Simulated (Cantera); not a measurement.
Input (Python, Cantera) and output of one run.

```python
import numpy as np
import cantera as ct

gas_names = """
    CL CL2 H HCL H2 Si SiCL SiCL2 SiCL3 SiCL4 SiH SiHCL3 SiH2 SiH2CL2 SiH3 SiH3CL SiH4 Si2 Si3
""".split()
cond_names = """
    Si(cr) Si(L)
""".split()


# ... load() reads the species with a 1 bar reference pressure and builds the phases ...
atoms = {
    'Si': {'Si': 1},
    'HCl': {'H': 1, 'CL': 1},
    'H2': {'H': 2},
}
top_T = {}  # K; cautious upper limits of use, not melting points


# ... equilibrate(T, P, feed) seeds the gas with the atoms and calls Mixture.equilibrate('TP', solver="vcs", rtol=1e-11, max_steps=5000) ...
results = []
T = 550  # K
P = 10000  # Pa
for m in [0.73, 0.9, 1.1, 1.4, 1.7, 2.1, 2.6, 3.3, 4]:
    feed = {'Si': 1, 'HCl': m, 'H2': 8.9}  # mol
    mix = equilibrate(T, P, feed)
    results.append((T, P, feed, dict(zip(mix.species_names, mix.species_moles))))

top = {s: max(r[3][s] / sum(r[3][g] for g in gas_names) for r in results) for s in gas_names}
cols = sorted((s for s in top if top[s] > 0.0001), key=lambda s: -top[s])[:6]
seen = [c for c in cond_names if any(r[3].get(c, 0) > 1e-12 for r in results)]
print("log10 of partial pressures in bar; condensed amounts in mol")
print(f"{'n(HCl)':>10s}" + "".join(f"{s[:9]:>10s}" for s in cols + seen))
for T, P, feed, n in results:
    ng = sum(n[g] for g in gas_names)
    print(f"{feed['HCl']:10.4g}" + "".join(f"{np.log10(max(n[s] / ng * P / 1e5, 1e-99)):10.3f}" for s in cols)
          + "".join(f"{n.get(c, 0):10.4g}" for c in seen))
```

It prints:

```
log10 of partial pressures in bar; condensed amounts in mol
    n(HCl)        H2     SiCL4    SiHCL3       HCL   SiH2CL2    Si(cr)
      0.73    -1.009    -2.892    -3.069    -5.953    -4.620    0.7963
       0.9    -1.012    -2.798    -3.000    -5.931    -4.576    0.7499
       1.1    -1.014    -2.710    -2.935    -5.910    -4.534    0.6954
       1.4    -1.017    -2.606    -2.859    -5.886    -4.486    0.6141
       1.7    -1.020    -2.525    -2.799    -5.867    -4.448     0.533
       2.1    -1.025    -2.439    -2.737    -5.848    -4.409    0.4252
       2.6    -1.030    -2.355    -2.676    -5.829    -4.372    0.2908
       3.3    -1.036    -2.264    -2.611    -5.810    -4.333    0.1033
         4    -1.038    -2.079    -4.120    -4.119    -7.534         0
```

Equilibrium computed with Cantera from the NASA thermochemical tables; the gas is ideal and each condensed phase is pure.
